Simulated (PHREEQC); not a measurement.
Polishing slurry liquid (model solution)

A solution holds 0.0035 mol K2CO3, 0.01 mol HNO3 and 0.0033 mol CuSO4 per kg of water, at 20 °C. Closed to the air; pH follows from the charge balance.

Model: ion-association model, phreeqc.dat, run in PHREEQC.

No solid was allowed to form.

**Question.** Estimate the pH, ionic strength.

**Answer.** pH 2.62; ionic strength 0.0205 mol/kgw.

**Question.** In which forms is Cu present?

**Answer.** Cu+2 86 %, CuSO4 14 % of the Cu.
